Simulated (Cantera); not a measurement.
Charge: 1 mol Ta, 17 mol N2O, 10 mol N2, held at 1.00 Torr.

Equilibrium computed with Cantera from the NASA thermochemical tables; the gas is ideal and each condensed phase is pure. Candidate condensed phases: Ta, Ta2O5; 12 gas species. The numbers say what is thermodynamically allowed, not how fast it happens.

**Question.** Which condensed phases are stable at each of these points (T (K)): 1275, 1375, 1475, 1575, 1675, 1775, 1875, 1975, 2075, 2175, 2275, 2375, 2475?

**Answer.** 
| T (K) | condensed phases | Ta condensed (%) |
|---|---|---|
| 1275 | Ta2O5(s) | 100.0 |
| 1375 | Ta2O5(s) | 100.0 |
| 1475 | Ta2O5(s) | 100.0 |
| 1575 | Ta2O5(s) | 100.0 |
| 1675 | Ta2O5(s) | 100.0 |
| 1775 | Ta2O5(s) | 100.0 |
| 1875 | Ta2O5(s) | 100.0 |
| 1975 | Ta2O5(s) | 100.0 |
| 2075 | Ta2O5(l) | 99.9 |
| 2175 | Ta2O5(l) | 99.4 |
| 2275 | Ta2O5(l) | 96.8 |
| 2375 | Ta2O5(l) | 84.1 |
| 2475 | Ta2O5(l) | 27.9 |

From 1275 K to 1975 K the condensed part is Ta2O5(s). From 2075 K to 2475 K the condensed part is Ta2O5(l).
